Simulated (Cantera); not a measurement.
A closed system holds: 1 mol SiH2Cl2, 0.066 mol Cl2, 26 mol N2, equilibrated at 320 Pa.

Cantera equilibrium calculation (NASA polynomials, part measured and part estimated; ideal gas, pure solids and liquids). Candidate condensed phases: NH4Cl, Si, Si3N4; 28 gas species. N2 is the only nitrogen source here; it is nearly inert below about 1500 K, so the nitride shown seldom forms there in practice. The tables' values for SiCl3 are old estimates; treat these amounts as uncertain. Equilibrium is a limit: real reactors are often held back by kinetics, nucleation or transport. All values below are at 1125 K.

Base state: N2 0.930, HCl 0.0571, H2 0.00798, SiCl4 0.00502, SiCl3 0.000175, SiCl2 7.46e-5, SiHCl3 1.22e-5 (mole fractions); condensed: Si3N4(s).

### Question
What changes in the equilibrium state with this change: Cl2 from 0.066 to 0.74 mol?

### Answer
```tsv
species	before	after
N2	0.930	0.918
HCl	0.0571	0.0611
SiCl4	0.00502	0.0155
SiCl3	0.000175	0.000407
SiHCl3	1.22e-5	2.30e-5
Si3N4(s), mol	0.285	0.184
```
